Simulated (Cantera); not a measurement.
**Hydrocarbon pyrolysis for carbon deposition**

A perfectly stirred reactor is fed with CH4 : N2 = 1 : 10 (molar parts), at 0.0133 bar; it is held at 1550 K, and followed from long to short residence time.

Model: GRI-Mech 3.0 (53 species, 325 reactions), integrated in Cantera. GRI-Mech 3.0 stops at C3 and has no aromatics, soot or wall deposition, so with more carbon than oxygen in the feed, carbon stays in small species such as C2H2 where larger ones or solid carbon would form. Radical loss at walls, strong at low pressure, is not modelled.

```tsv
τ (s)	x CH4	x H	x CH3	x C2H	x HCN
0.97	0.0679	1.12e-5	0.000467	8.44e-9	2.38e-8
0.44	0.0798	4.98e-6	0.000479	3.09e-9	4.32e-9
0.20	0.0877	1.26e-6	0.000369	4.90e-10	2.82e-10
0.092	0.0903	2.49e-7	0.000204	4.22e-11	1.02e-11
0.042	0.0908	8.19e-8	9.75e-5	3.30e-12	<1e-12
0.019	0.0909	5.14e-8	4.48e-5	<1e-12	<1e-12
0.0086	0.0909	4.53e-8	2.04e-5	<1e-12	<1e-12
0.0039	0.0909	4.38e-8	9.23e-6	<1e-12	<1e-12
```
x: mole fraction; the columns are a selection and need not sum to one.
